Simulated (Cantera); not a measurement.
A closed system holds: 1 mol Si, 0.087 mol O₂, 1.2 mol N₂, equilibrated at 173 Torr.

These are equilibrium values from Cantera (NASA tables, ideal gas, pure condensed phases), not measurements of a reactor. Candidate condensed phases: Si, SiO₂, Si₂N₂O, Si₃N₄; 16 gas species. Mutual solubility and eutectic melting of coexisting phases are not modelled. The tables' values for SiN are old estimates; treat these amounts as uncertain. The numbers say what is thermodynamically allowed, not how fast it happens.

x: gas mole fraction; n: condensed amount in mol.

```json
[
 {"T (K)": "1973", "x N₂": "0.986", "x SiO": "0.0136", "x Si": "(withheld)", "x Si₂N": "9.86e-6", "x SiN": "1.15e-5", "x Si₂": "5.37e-7", "n Si₂N₂O(s)": "0.166", "n Si₃N₄(s)": "0.220", "n Si(l)": "0"},
 {"T (K)": "1998", "x N₂": "0.979", "x SiO": "0.0210", "x Si": "(withheld)", "x Si₂N": "1.92e-5", "x SiN": "1.83e-5", "x Si₂": "1.21e-6", "n Si₂N₂O(s)": "0.161", "n Si₃N₄(s)": "0.222", "n Si(l)": "0"},
 {"T (K)": "2023", "x N₂": "0.968", "x SiO": "0.0321", "x Si": "(withheld)", "x Si₂N": "3.68e-5", "x SiN": "2.87e-5", "x Si₂": "2.69e-6", "n Si₂N₂O(s)": "0.154", "n Si₃N₄(s)": "0.224", "n Si(l)": "0"},
 {"T (K)": "2048", "x N₂": "0.938", "x SiO": "0.0615", "x Si": "(withheld)", "x Si₂N": "4.47e-5", "x SiN": "3.55e-5", "x Si₂": "3.81e-6", "n Si₂N₂O(s)": "0.102", "n Si₃N₄(s)": "0", "n Si(l)": "0.723"},
 {"T (K)": "2073", "x N₂": "0.879", "x SiO": "0.120", "x Si": "(withheld)", "x Si₂N": "5.27e-5", "x SiN": "4.29e-5", "x Si₂": "5.32e-6", "n Si₂N₂O(s)": "0.0114", "n Si₃N₄(s)": "0", "n Si(l)": "0.814"},
 {"T (K)": "2098", "x N₂": "0.873", "x SiO": "0.127", "x Si": "(withheld)", "x Si₂N": "6.37e-5", "x SiN": "5.30e-5", "x Si₂": "7.37e-6", "n Si₂N₂O(s)": "0", "n Si₃N₄(s)": "0", "n Si(l)": "0.825"},
 {"T (K)": "2123", "x N₂": "0.873", "x SiO": "0.127", "x Si": "(withheld)", "x Si₂N": "7.70e-5", "x SiN": "6.54e-5", "x Si₂": "1.01e-5", "n Si₂N₂O(s)": "0", "n Si₃N₄(s)": "0", "n Si(l)": "0.825"},
 {"T (K)": "2148", "x N₂": "0.872", "x SiO": "0.127", "x Si": "(withheld)", "x Si₂N": "9.26e-5", "x SiN": "8.03e-5", "x Si₂": "1.38e-5", "n Si₂N₂O(s)": "0", "n Si₃N₄(s)": "0", "n Si(l)": "0.824"},
 {"T (K)": "2173", "x N₂": "0.872", "x SiO": "0.126", "x Si": "(withheld)", "x Si₂N": "0.000111", "x SiN": "9.81e-5", "x Si₂": "1.87e-5", "n Si₂N₂O(s)": "0", "n Si₃N₄(s)": "0", "n Si(l)": "0.824"},
 {"T (K)": "2198", "x N₂": "0.872", "x SiO": "0.126", "x Si": "(withheld)", "x Si₂N": "0.000132", "x SiN": "0.000119", "x Si₂": "2.51e-5", "n Si₂N₂O(s)": "0", "n Si₃N₄(s)": "0", "n Si(l)": "0.823"},
 {"T (K)": "2223", "x N₂": "0.871", "x SiO": "0.126", "x Si": "(withheld)", "x Si₂N": "0.000157", "x SiN": "0.000144", "x Si₂": "3.35e-5", "n Si₂N₂O(s)": "0", "n Si₃N₄(s)": "0", "n Si(l)": "0.822"},
 {"T (K)": "2248", "x N₂": "0.871", "x SiO": "0.126", "x Si": "(withheld)", "x Si₂N": "0.000185", "x SiN": "0.000174", "x Si₂": "4.44e-5", "n Si₂N₂O(s)": "0", "n Si₃N₄(s)": "0", "n Si(l)": "0.822"}
]
```

### Question
Complete the blanks.

### Answer

- 1973, x Si: 8.71e-5
- 1998, x Si: 0.000147
- 2023, x Si: 0.000247
- 2048, x Si: 0.000329
- 2073, x Si: 0.000433
- 2098, x Si: 0.000568
- 2123, x Si: 0.000739
- 2148, x Si: 0.000956
- 2173, x Si: 0.00123
- 2198, x Si: 0.00157
- 2223, x Si: 0.00200
- 2248, x Si: 0.00253
